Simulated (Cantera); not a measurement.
Input: 1 mol CaCl2, 0.032 mol HCl, 2.5 mol N2, at 0.100 bar.

Cantera equilibrium calculation (NASA polynomials, part measured and part estimated; ideal gas, pure solids and liquids). Candidate condensed phases: Ca, CaCl2, NH4Cl; 16 gas species. Rates play no part. All values below are at 1323 K.

Base state: N2 0.986, HCl 0.0126, CaCl2 0.000894, Cl 1.77e-5 (mole fractions); condensed: CaCl2(l).

Task: What changes in the equilibrium state with this change: 0.21 mol Cl2 added?

Result: 
```csv
species,before,after
N2,0.986,0.905
Cl2,1.36e-7,0.0697
Cl,1.77e-5,0.0127
HCl,0.0126,0.0116
CaCl2,0.000894,0.000894
"CaCl2(l), mol",0.998,0.998
```
